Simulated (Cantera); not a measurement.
Feed: 1 mol MgO, a varied amount of Cl2, 7.4 mol N2, held at 1350 K and 0.133 bar.

Equilibrium computed with Cantera from the NASA thermochemical tables; the gas is ideal and each condensed phase is pure. Candidate condensed phases: Mg, MgCl2, MgO; 18 gas species. Kinetics and transport are ignored.

At 0.21 mol Cl2, list the 5 most abundant gas species with their mole fractions, and the condensed phases.

N2 0.963, MgCl2 0.0126, Cl2 0.0119, O2 0.00623, Cl 0.00570. Condensed: MgO(s).
